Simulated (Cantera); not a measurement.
Mixture: H2 : O2 : N2 = 1 : 0.562 : 1.57 (molar parts), at 19500 Torr, adiabatic and at constant pressure. Ignition delay is the time to a rise of 400 K.

Model: the H2/O2 subset of GRI-Mech 3.0, which has no nitrogen chemistry, integrated in Cantera. The hydrogen kinetics of GRI-Mech 3.0 are dated; newer H2 mechanisms differ, most at raised pressure. The pressure lies above the range GRI-Mech 3.0 was tuned for (to about 10 atm).

Task: At T0 = 1223 K, what is the delay, and which 6 reactions control it most (d ln τ / d ln k, from doubling and halving each rate constant)?

Result: The delay is 71.1 µs.
```csv
reaction,d ln τ / d ln k,faster rate
H + O2 <=> O + OH,-0.99,shortens it
H + H2O2 <=> H2 + HO2,-0.47,shortens it
2 OH (+M) <=> H2O2 (+M),-0.42,shortens it
H + O2 + M <=> HO2 + M,0.33,lengthens it
H + O2 + N2 <=> HO2 + N2,0.33,lengthens it
H + HO2 <=> 2 OH,-0.11,shortens it
```
